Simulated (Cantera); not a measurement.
Reactions in the system Cs-H-O

Standard-state values (1 bar) from the NASA 1993 polynomials, evaluated with Cantera. Values are per mole of reaction as written; species without (g) are pure solids or liquids, kept so even where they would boil at 1 bar.

2 CsOH = 2 H(g) + O₂(g) + 2 Cs

| T (K) | ΔH° (kJ) | ΔS° (J/K) | ΔG° (kJ) | log10 K |
|---|---|---|---|---|
| 750 | 1239.2 | 355.8 | 972.4 | -67.72 |
| 800 | 1237.7 | 353.8 | 954.6 | -62.33 |
| 850 | 1236.2 | 352.0 | 937.0 | -57.58 |
| 900 | 1234.8 | 350.4 | 919.4 | -53.36 |
| 950 | 1233.4 | 348.9 | 901.9 | -49.59 |
| 1000 | 1232.0 | 347.5 | 884.5 | -46.20 |
| 1050 | 1230.7 | 346.2 | 867.2 | -43.14 |
| 1100 | 1229.4 | 345.0 | 849.9 | -40.36 |
| 1150 | 1228.3 | 344.0 | 832.7 | -37.82 |
| 1200 | 1227.2 | 343.1 | 815.5 | -35.50 |
